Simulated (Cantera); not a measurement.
Charge: 1 mol Si, a varied amount of CO₂, 10 mol N₂, equilibrated at 1550 K and 0.170 bar.

These are equilibrium values from Cantera (NASA tables, ideal gas, pure condensed phases), not measurements of a reactor. Candidate condensed phases: C, Si, SiC, SiO₂, Si₂N₂O, Si₃N₄; 34 gas species. Mutual solubility and eutectic melting of coexisting phases are not modelled. The tables hold silica as quartz up to 1696 K and as liquid above; real silica turns to tridymite and cristobalite and melts near 1996 K. Rates play no part.

Question: Which condensed phases are stable at each of these points (n(CO₂) (mol)): 0.9, 1.4, 2, 3.1, 4.6, 7, 11?

Answer: 
```
n(CO₂) (mol)            condensed phases  Si condensed (%)
------------  --------------------------  ----------------
0.9           SiO₂(β-quartz) + Si₂N₂O(s)              99.9
1.4           SiO₂(β-quartz) + Si₂N₂O(s)              99.9
2                         SiO₂(β-quartz)              99.9
3.1                       SiO₂(β-quartz)             100.0
4.6                       SiO₂(β-quartz)             100.0
7                         SiO₂(β-quartz)             100.0
11                        SiO₂(β-quartz)             100.0
```

From 0.9 mol CO₂ to 1.4 mol CO₂ the condensed part is SiO₂(β-quartz) + Si₂N₂O(s). From 2 mol CO₂ to 11 mol CO₂ the condensed part is SiO₂(β-quartz).
